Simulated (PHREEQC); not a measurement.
A solution holds 12 mmol/kgw MgCl2, 0.091 mmol/kgw Na2SO4 and 2.4 mmol/kgw KCl, at 60 °C. Closed to the air; pH follows from the charge balance.

The numbers come from PHREEQC with the ion-association model, phreeqc.dat.

The ionic strength comes out as 0.0385 mol/kgw. What activity coefficients do Na+, Mg+2, K+, SO4-2, Cl- get?

Na+ 0.83, Mg+2 0.49, K+ 0.82, SO4-2 0.47, Cl- 0.82.

No solid was allowed to form. Constants without temperature data keep their 25 °C values here.
